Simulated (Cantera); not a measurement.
Input: 1 mol SiC, 0.0065 mol O₂, 1.1 mol N₂, 0.83 mol N₂O, held at 1.00 bar.

These are equilibrium values from Cantera (NASA tables, ideal gas, pure condensed phases), not measurements of a reactor. Candidate condensed phases: C, Si, SiC, SiO₂, Si₂N₂O, Si₃N₄; 34 gas species. Mutual solubility and eutectic melting of coexisting phases are not modelled. The tables hold silica as quartz up to 1696 K and as liquid above; real silica turns to tridymite and cristobalite and melts near 1996 K. Equilibrium is a limit: real reactors are often held back by kinetics, nucleation or transport.

Q: Which condensed phases are stable at each of these points (T (K)): 975, 1075, 1175, 1275, 1375, 1475, 1575, 1675, 1775, 1875, 1975?

A: 
```csv
T (K),condensed phases,Si condensed (%)
975,C(graphite) + SiO₂(β-quartz) + Si₂N₂O(s),100.0
1075,C(graphite) + SiO₂(β-quartz) + Si₂N₂O(s),100.0
1175,C(graphite) + SiO₂(β-quartz) + Si₂N₂O(s),100.0
1275,C(graphite) + SiO₂(β-quartz) + Si₂N₂O(s),100.0
1375,C(graphite) + SiO₂(β-quartz) + Si₂N₂O(s),100.0
1475,C(graphite) + Si₂N₂O(s),100.0
1575,C(graphite) + Si₂N₂O(s),100.0
1675,C(graphite) + Si₂N₂O(s),100.0
1775,C(graphite) + Si₂N₂O(s),100.0
1875,C(graphite) + Si₂N₂O(s),99.8
1975,SiC(s) + Si₂N₂O(s),98.4
```

From 975 K to 1375 K the condensed part is C(graphite) + SiO₂(β-quartz) + Si₂N₂O(s). From 1475 K to 1875 K the condensed part is C(graphite) + Si₂N₂O(s). At 1975 K the condensed part is SiC(s) + Si₂N₂O(s).
